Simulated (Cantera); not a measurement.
A perfectly stirred reactor is fed with 1.81 % C3H8, 20.7 % O2, 77.5 % N2, at 1.01 bar; it is adiabatic with a 525 K inlet, and is followed from long to short residence time, starting on the burning branch (τ in s: 0.35, 0.15, 0.064, 0.027, 0.012, 0.0049, 0.0021, 0.0009, 0.00038, 0.00016, 7e-05, 3e-05, 1.3e-05).

Computed with Cantera and GRI-Mech 3.0 (53 species, 325 reactions). GRI-Mech 3.0 was tuned for natural gas; its chemistry of propane as a main component is partial and can be far from experiment.

### Question
Predict: blow-out, bracketed by the residence times tried; x(C3H8) at τ = 0.350 s; x(O2) at τ = 0.350 s; x(CO2) at τ = 0.350 s; x(CH4) at τ = 0.350 s; x(N2O) at τ = 0.350 s; x(C3H8) at τ = 2.10 ms; x(O2) at τ = 2.10 ms; x(CO2) at τ = 2.10 ms; x(CH4) at τ = 2.10 ms; x(N2O) at τ = 2.10 ms.

### Answer
blow-out, bracketed by the residence times tried: burning at 0.900 ms, out at 0.380 ms
x(C3H8) at τ = 0.350 s: 8.87e-7
x(O2) at τ = 0.350 s: 0.114
x(CO2) at τ = 0.350 s: 0.0533
x(CH4) at τ = 0.350 s: 1.78e-7
x(N2O) at τ = 0.350 s: 7.19e-7
x(C3H8) at τ = 2.10 ms: 2.46e-5
x(O2) at τ = 2.10 ms: 0.116
x(CO2) at τ = 2.10 ms: 0.0478
x(CH4) at τ = 2.10 ms: 2.81e-6
x(N2O) at τ = 2.10 ms: 6.09e-7
